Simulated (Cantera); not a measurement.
**Reactions in the system N-O-V**

Cantera with NASA thermochemical tables; ideal gases at 1 bar, condensed phases pure. Values are per mole of reaction as written; species without (g) are pure solids or liquids, kept so even where they would boil at 1 bar.

N₂(g) + 4 VO₂(g) → 2 NO(g) + 2 V₂O₃

```tsv
T (K)	ΔH° (kJ)	ΔS° (J/K)	ΔG° (kJ)	log10 K
300	-1324.4	-634.4	-1134.0	197.45
675	-1295.9	-573.5	-908.8	70.32
725	-1291.9	-567.9	-880.2	63.42
775	-1287.9	-562.5	-852.0	57.42
825	-1283.8	-557.4	-824.0	52.17
875	-1279.7	-552.6	-796.2	47.53
925	-1275.5	-547.9	-768.7	43.41
975	-1271.2	-543.3	-741.4	39.72
1025	-1266.8	-538.9	-714.4	36.40
1075	-1262.2	-534.6	-687.5	33.41
1125	-1257.6	-530.4	-660.9	30.69
1175	-1252.8	-526.2	-634.5	28.21
```
